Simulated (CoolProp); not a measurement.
Saturated liquid density (kg/m³) of octamethyltrisiloxane (MDM): the reference equation beside estimates from Tc = 292.2 °C, pc = 1.438 MPa, ω = 0.528. Rackett uses Z = 0.29056 − 0.08775 ω.

Computed with CoolProp (reference Helmholtz-energy equation of state, Thol 2017).

```csv
T (°C),reference,Rackett,Redlich-Kwong,Soave-Redlich-Kwong
164.35,659.9,744.6,547.3,599.8
176.05,644.3,726.3,531.2,583.7
187.85,627.7,706.9,514.0,566.1
199.55,610.3,686.6,496.0,547.1
211.35,591.6,665.0,476.5,526.3
223.15,?,641.7,455.5,503.3
234.85,549.4,616.6,433.0,478.0
246.65,?,588.4,407.8,?
258.35,496.0,?,?,416.3
270.15,460.5,517.5,346.4,376.3
281.95,409.5,463.8,?,323.5
```

Question: Complete the blanks.

Answer: 
- 223.15, reference: 571.3
- 246.65, reference: 524.6
- 246.65, Soave-Redlich-Kwong: 449.2
- 258.35, Rackett: 556.5
- 258.35, Redlich-Kwong: 379.7
- 281.95, Redlich-Kwong: 303.2

Absolute difference from the reference over all 11 rows, mean and median: Rackett 12.5 and 12.4 %, Redlich-Kwong 20.8 and 20.3 %, Soave-Redlich-Kwong 13.1 and 11.9 %.
